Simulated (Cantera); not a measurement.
Input: 1 mol (CH3)2SiCl2, 3.8 mol HCl, 12 mol H2, at 13300 Pa.

Equilibrium computed with Cantera from the NASA thermochemical tables; the gas is ideal and each condensed phase is pure. Candidate condensed phases: C, C6H6, C7H8, C8H18, Si, SiC; 109 gas species. The feed counts by its element totals alone. The tables' values for SiCl, SiCl3 are old estimates; treat these amounts as uncertain. Gases not in the tables: Si2H6 and higher silanes. Rates play no part.

x: gas mole fraction; n: condensed amount in mol.

```csv
T (°C),x H2,x HCl,x H,x SiCl2,x Cl,x C2H2 (acetylene),n C(graphite),n SiC(s)
1350,0.713,0.281,0.000160,0.00441,4.96e-5,___,1.10,0.894
1450,0.714,0.278,0.000422,0.00625,0.000127,___,1.13,0.863
1550,0.715,0.274,0.00100,0.00841,0.000293,___,1.17,0.823
1650,0.717,0.269,0.00218,0.0108,0.000617,___,1.21,0.776
1750,0.717,0.263,0.00440,0.0134,0.00120,___,1.25,0.725
1850,0.716,0.256,0.00831,0.0161,0.00218,___,1.28,0.667
1950,0.712,0.248,0.0148,0.0187,0.00374,___,1.31,0.600
2050,0.703,0.238,0.0250,0.0211,0.00608,___,1.34,0.510
```

Problem. Fill in the missing entries.

Solution. 
- 1350, x C2H2 (acetylene): 2.49e-5
- 1450, x C2H2 (acetylene): 6.46e-5
- 1550, x C2H2 (acetylene): 0.000151
- 1650, x C2H2 (acetylene): 0.000323
- 1750, x C2H2 (acetylene): 0.000640
- 1850, x C2H2 (acetylene): 0.00119
- 1950, x C2H2 (acetylene): 0.00207
- 2050, x C2H2 (acetylene): 0.00341
